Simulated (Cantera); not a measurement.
**CO2 + H2 + O2 (abatement and gas-phase synthesis)**

Input: 1 mol CO2, 0.18 mol H2, 0.035 mol O2, held at 19000 Pa.

Equilibrium computed with Cantera from the NASA thermochemical tables; the gas is ideal and each condensed phase is pure. Candidate condensed phases: C, C6H6, C7H8, C8H18, H2O; 110 gas species. Rates play no part.

```tsv
T (°C)	x CO2	x H2O	x CO	x O2
1050	0.763	0.144	0.0846	2.47e-11
1150	0.761	0.145	0.0860	8.66e-10
1250	0.760	0.146	0.0870	1.90e-8
1350	0.760	0.147	0.0877	2.85e-7
1450	0.759	0.148	0.0883	3.11e-6
1550	0.758	0.148	0.0889	2.60e-5
1650	0.757	0.148	0.0896	0.000172
1750	0.755	0.148	0.0915	0.000915
1850	0.745	0.146	0.0975	0.00372
1950	0.723	0.143	0.112	0.0109
```
x: gas mole fraction; nothing condenses.

From 1050 °C to 1950 °C nothing is condensed. The main C-bearing gas is CO2 throughout.
